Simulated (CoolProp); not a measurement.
The numbers come from the reference Helmholtz-energy equation of state, de Reuck 1993 in CoolProp.

### Question
For methanol, give the phase and the cv (kJ/(kg K)), speed of sound (m/s), Joule-Thomson coefficient (K/MPa), expansivity (1/kK) at 137.55 °C and 9240 kPa.

### Answer
- 137.55 °C and 9240 kPa: liquid; cv 2.79, speed of sound 823, Joule-Thomson coefficient -0.101, expansivity 1.84
